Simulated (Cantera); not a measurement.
Input (Python, Cantera) and output of one run.

```python
import numpy as np
import cantera as ct

gas_names = [...]  # 151 gases of nasa_gas.yaml made of C, H, N, O, Si
cond_names = """
    C(gr) C6H6(L) C7H8(L) C8H18(L),n-octa H2O(s) H2O(L) Si(cr) Si(L) SiC(b) SiO2(Lqz) SiO2(hqz) SiO2(L)
    Si2N2O(s) Si3N4(a)
""".split()


# ... load() reads the species with a 1 bar reference pressure and builds the phases ...
atoms = {
    'TEOS': {'Si': 1, 'C': 8, 'H': 20, 'O': 4},
    'NO': {'N': 1, 'O': 1},
    'O3': {'O': 3},
}
top_T = {'C(gr)': 4500, 'SiC(b)': 3050, 'Si2N2O(s)': 2100, 'Si3N4(a)': 2400}  # K; cautious upper limits of use, not melting points


# ... equilibrate(T, P, feed) seeds the gas with the atoms and calls Mixture.equilibrate('TP', solver="vcs", rtol=1e-11, max_steps=5000) ...
results = []
feed = {'TEOS': 1, 'NO': 0.61, 'O3': 0.096}  # mol
T = 1225  # K
P = 133.322  # Pa
mix = equilibrate(T, P, feed)
results.append((T, P, feed, dict(zip(mix.species_names, mix.species_moles))))
print(gas.report(threshold=1e-06))
for i in range(1, mix.n_phases):
    print(f"{mix.phase(i).name:16s} {mix.phase_moles(i):12.5e} mol")
```

Output:

```
       temperature   1225 K
          pressure   133.32 Pa
           density   0.00011796 kg/m^3
  mean mol. weight   9.012 kg/kmol
   phase of matter   gas

                          1 kg             1 kmol
                     ---------------   ---------------
          enthalpy       -1.3028e+05       -1.1741e+06  J
   internal energy       -1.2605e+06       -1.1359e+07  J
           entropy             27859        2.5107e+05  J/K
    Gibbs function       -3.4258e+07       -3.0873e+08  J
 heat capacity c_p            3550.6             31998  J/K
 heat capacity c_v              2628             23684  J/K

                      mass frac. Y      mole frac. X     chem. pot. / RT
                     ---------------   ---------------   ---------------
               CH4        1.6647e-05        9.3512e-06           -51.768
                CO           0.82152           0.26432            -44.96
               CO2        6.0906e-06        1.2472e-06           -88.086
                 H        8.1616e-07        7.2969e-06           -12.483
               HCN         1.734e-05        5.7822e-06           -33.004
                H2           0.16349           0.73086           -24.967
               H2O        1.0121e-05         5.063e-06           -68.093
                N2          0.014883         0.0047879           -37.374
               SiO        5.0491e-05        1.0322e-05           -55.965
     [ +142 minor]        4.6601e-07        1.6409e-07

C(gr)             4.38338e+00 mol
Si(cr)            0.00000e+00 mol
SiC(b)            0.00000e+00 mol
SiO2(hqz)         5.20953e-01 mol
Si2N2O(s)         2.39453e-01 mol
Si3N4(a)          0.00000e+00 mol
```

Equilibrium computed with Cantera from the NASA thermochemical tables; the gas is ideal and each condensed phase is pure. The feed counts by its element totals alone. Mutual solubility and eutectic melting of coexisting phases are not modelled. The tables hold silica as quartz up to 1696 K and as liquid above; real silica turns to tridymite and cristobalite and melts near 1996 K.
